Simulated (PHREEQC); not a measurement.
**Leach liquor**

A solution holds 32 mmol/kgw HCl, 0.73 mmol/kgw Li2SO4 and 68 mmol/kgw MnSO4, at 25 °C. Closed to the air; pH follows from the charge balance.

Computed with PHREEQC (ion-association model, phreeqc.dat).

Each row changes one thing in this solution. No solid was allowed to form.

```json
[
 {"case": "as made", "pH": "1.88", "ionic strength (mol/kgw)": "0.180", "Cl- (mol/kgw)": "0.0302", "SO4-2 (mol/kgw)": "0.0302", "HSO4- (mol/kgw)": "0.0156"},
 {"case": "MnSO4 left out", "pH": "1.56", "ionic strength (mol/kgw)": "0.0333", "Cl- (mol/kgw)": "0.0320", "SO4-2 (mol/kgw)": "0.000277", "HSO4- (mol/kgw)": "0.000452"},
 {"case": "Li2SO4 from 0.00073 to 0.0073 mol/kgw", "pH": "1.91", "ionic strength (mol/kgw)": "0.192", "Cl- (mol/kgw)": "0.0303", "SO4-2 (mol/kgw)": "0.0341", "HSO4- (mol/kgw)": "0.0164"},
 {"case": "Li2SO4 from 0.00073 to 0.000657 mol/kgw", "pH": "1.88", "ionic strength (mol/kgw)": "0.180", "Cl- (mol/kgw)": "0.0302", "SO4-2 (mol/kgw)": "0.0301", "HSO4- (mol/kgw)": "0.0156"},
 {"case": "0.0024 mol/kgw NaCl added", "pH": "1.88", "ionic strength (mol/kgw)": "0.182", "Cl- (mol/kgw)": "0.0325", "SO4-2 (mol/kgw)": "0.0302", "HSO4- (mol/kgw)": "0.0156"},
 {"case": "Li2SO4 left out", "pH": "1.88", "ionic strength (mol/kgw)": "0.178", "Cl- (mol/kgw)": "0.0302", "SO4-2 (mol/kgw)": "0.0297", "HSO4- (mol/kgw)": "0.0155"},
 {"case": "MnSO4 from 0.068 to 0.0136 mol/kgw", "pH": "1.67", "ionic strength (mol/kgw)": "0.0661", "Cl- (mol/kgw)": "0.0314", "SO4-2 (mol/kgw)": "0.00579", "HSO4- (mol/kgw)": "0.00641"},
 {"case": "HCl from 0.032 to 0.16 mol/kgw", "pH": "1.04", "ionic strength (mol/kgw)": "0.290", "Cl- (mol/kgw)": "0.151", "SO4-2 (mol/kgw)": "0.0147", "HSO4- (mol/kgw)": "0.0448"},
 {"case": "MnSO4 replaced by NH4HSO4 at the same molality", "pH": "1.33", "ionic strength (mol/kgw)": "0.143", "Cl- (mol/kgw)": "0.0320", "SO4-2 (mol/kgw)": "0.0213", "HSO4- (mol/kgw)": "0.0421"}
]
```
